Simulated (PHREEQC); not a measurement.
A PHREEQC input (ion-association model, phreeqc.dat):

```
SOLUTION 1
  temp 10
  units mg/L
  pH 5.87
  pe 10.4
  Na 0.00948
  K 0.842
  Ca 0.238
  Mg 0.00684
  Cl 0.248
  S(6) 1.01 as SO4
  Alkalinity 0.377 as HCO3
  Li 3.83e-05
  F 0.00712
  Zn 0.00789
END
USE solution 9
EQUILIBRIUM_PHASES 1
  Gypsum 0 0
  CO2(g) -2 10
END
```

It stops with these messages:

```
ERROR: Solution 9 not found.
```

The fault: USE names a solution that was never defined. The line should read `USE solution 1` where the input has `USE solution 9`. With the mend the run ends at pH 4.96 and ionic strength 6.24e-5 mol/kgw.
